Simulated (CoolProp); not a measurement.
Properties of dodecamethylcyclohexasiloxane (D6) along the isotherm 346.85 °C (Tc = 372.6 °C, pc = 9.614 bar, ω = 0.736).

Values from CoolProp's reference Helmholtz-energy equation of state, Colonna 2008. It is a short technical equation, of lower accuracy than the large ones.

```
p (bar)  phase  cv (kJ/(kg K))  speed of sound (m/s)
-------  -----  --------------  --------------------
0.437      gas           1.939                 105.8
0.874      gas           1.940                 103.4
1.31       gas           1.940                 100.9
1.75       gas           1.941                 98.39
2.19       gas           1.942                 95.75
2.62       gas           1.943                 93.07
3.06       gas           1.944                 90.23
3.5        gas           1.945                 87.25
3.93       gas           1.947                 84.18
4.37       gas           1.949                 80.83
4.81       gas           1.951                 77.23
```
